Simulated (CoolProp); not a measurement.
Vapour pressure (MPa) of ammonia: the reference equation beside estimates from Tc = 132.4 °C, pc = 11.36 MPa, ω = 0.256. Clausius-Clapeyron is anchored at 7.95 °C with a constant enthalpy of vaporisation of 21.00 kJ/mol.

Values from CoolProp's reference Helmholtz-energy equation of state, Gao 2020.

```json
[
 {"T (°C)": "-20.95", "reference": "0.1821", "Lee-Kesler": "0.1769", "Clausius-Clapeyron": "0.2045", "Redlich-Kwong": "0.3355", "Soave-Redlich-Kwong": "0.1779", "Peng-Robinson": "0.1805"},
 {"T (°C)": "-6.45", "reference": "0.3351", "Lee-Kesler": "0.3308", "Clausius-Clapeyron": "0.3524", "Redlich-Kwong": "0.5730", "Soave-Redlich-Kwong": "0.3312", "Peng-Robinson": "0.3329"},
 {"T (°C)": "7.95", "reference": "0.5725", "Lee-Kesler": "0.5715", "Clausius-Clapeyron": "0.5725", "Redlich-Kwong": "0.9136", "Soave-Redlich-Kwong": "0.5712", "Peng-Robinson": "0.5700"},
 {"T (°C)": "22.45", "reference": "0.9262", "Lee-Kesler": "0.9313", "Clausius-Clapeyron": "[?]", "Redlich-Kwong": "1.385", "Soave-Redlich-Kwong": "0.9310", "Peng-Robinson": "0.9241"},
 {"T (°C)": "36.95", "reference": "1.427", "Lee-Kesler": "[?]", "Clausius-Clapeyron": "1.326", "Redlich-Kwong": "2.008", "Soave-Redlich-Kwong": "1.442", "Peng-Robinson": "1.427"},
 {"T (°C)": "51.35", "reference": "2.105", "Lee-Kesler": "2.125", "Clausius-Clapeyron": "[?]", "Redlich-Kwong": "[?]", "Soave-Redlich-Kwong": "2.135", "Peng-Robinson": "2.108"},
 {"T (°C)": "65.85", "reference": "[?]", "Lee-Kesler": "3.033", "Clausius-Clapeyron": "2.655", "Redlich-Kwong": "3.787", "Soave-Redlich-Kwong": "[?]", "Peng-Robinson": "3.018"},
 {"T (°C)": "80.35", "reference": "4.173", "Lee-Kesler": "4.198", "Clausius-Clapeyron": "3.604", "Redlich-Kwong": "4.992", "Soave-Redlich-Kwong": "4.247", "Peng-Robinson": "4.194"}
]
```

Problem. Some entries are withheld; supply them.

Solution. 
- 22.45, Clausius-Clapeyron: 0.8895
- 36.95, Lee-Kesler: 1.440
- 51.35, Clausius-Clapeyron: 1.904
- 51.35, Redlich-Kwong: 2.798
- 65.85, reference: 3.008
- 65.85, Soave-Redlich-Kwong: 3.058

Absolute difference from the reference over all 8 rows, mean and median: Lee-Kesler 1.0 and 0.9 %, Clausius-Clapeyron 7.9 and 8.3 %, Redlich-Kwong 47.9 and 45.1 %, Soave-Redlich-Kwong 1.3 and 1.3 %, Peng-Robinson 0.4 and 0.4 %.
